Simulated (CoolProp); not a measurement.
Properties of R407C at several states.

Computed with CoolProp (reference Helmholtz-energy equation of state, Lemmon 2003). It is a pseudo-pure fit of the blend.

```json
[
 {"T (K)": "475.8", "p (kPa)": "13.5", "phase": "gas", "density (kg/m³)": "0.2943", "cv (kJ/(kg K))": "0.9975", "Joule-Thomson coefficient (K/MPa)": "4.665", "expansivity (1/kK)": "2.105", "conductivity (mW/(m K))": "26.7", "fugacity coefficient": "0.9996"},
 {"T (K)": "232.6", "p (kPa)": "1290", "phase": "liquid", "density (kg/m³)": "1374", "cv (kJ/(kg K))": "0.8419", "Joule-Thomson coefficient (K/MPa)": "-0.2658", "expansivity (1/kK)": "2.236", "conductivity (mW/(m K))": "115", "fugacity coefficient": "0.07708"},
 {"T (K)": "374.4", "p (kPa)": "48.3", "phase": "gas", "density (kg/m³)": "1.342", "cv (kJ/(kg K))": "0.8482", "Joule-Thomson coefficient (K/MPa)": "9.542", "expansivity (1/kK)": "2.703", "conductivity (mW/(m K))": "19.0", "fugacity coefficient": "0.9967"},
 {"T (K)": "397.1", "p (kPa)": "90.1", "phase": "gas", "density (kg/m³)": "2.364", "cv (kJ/(kg K))": "0.8839", "Joule-Thomson coefficient (K/MPa)": "7.965", "expansivity (1/kK)": "2.565", "conductivity (mW/(m K))": "20.8", "fugacity coefficient": "0.9950"},
 {"T (K)": "409.1", "p (kPa)": "5060", "phase": "supercritical", "density (kg/m³)": "178.7", "cv (kJ/(kg K))": "0.9992", "Joule-Thomson coefficient (K/MPa)": "7.802", "expansivity (1/kK)": "7.313", "conductivity (mW/(m K))": "27.8", "fugacity coefficient": "0.7670"}
]
```

Thermal conductivity comes from a separate model (Geller 2001).
